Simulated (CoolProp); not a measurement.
Vapour-liquid equilibrium of benzene (1) + octamethylcyclotetrasiloxane (D4) (2) at 0.85 MPa; x and y are mole fractions of (1).

Model: multi-fluid Helmholtz-energy mixture model, Thol 2012 and Thol 2015; pair parameters Bell 2016, in CoolProp.

```tsv
x	bubble temperature, mixture model (°C)	bubble temperature, Raoult's law (°C)	y, mixture model	y, Raoult's law
0.05	277.3	270.5	(withheld)	0.229
0.125	(withheld)	254.0	0.261	0.463
0.2	(withheld)	240.3	0.415	0.616
0.275	(withheld)	228.8	0.551	0.720
0.35	233.4	218.9	0.663	0.794
0.425	223.1	210.4	0.750	0.847
0.5	213.7	203.0	0.817	0.887
0.575	(withheld)	196.4	0.868	0.917
0.65	(withheld)	190.5	0.908	0.940
0.725	190.4	185.2	0.938	0.959
0.8	(withheld)	180.4	0.962	0.973
0.875	178.0	176.0	(withheld)	0.985
0.95	172.6	172.0	0.994	0.995
```

### Question
What belongs in the gaps?

### Answer

- 0.05, y, mixture model: 0.102
- 0.125, bubble temperature, mixture model (°C): 266.9
- 0.2, bubble temperature, mixture model (°C): 255.8
- 0.275, bubble temperature, mixture model (°C): 244.4
- 0.575, bubble temperature, mixture model (°C): 205.2
- 0.65, bubble temperature, mixture model (°C): 197.5
- 0.8, bubble temperature, mixture model (°C): 183.9
- 0.875, y, mixture model: 0.980

The largest gap from Raoult's law is +15.6 K in bubble temperature, at x = 0.275. No azeotrope shows between x = 0.05 and 0.95.

The pair parameters rest on a limited set of measurements; away from them the model extrapolates.
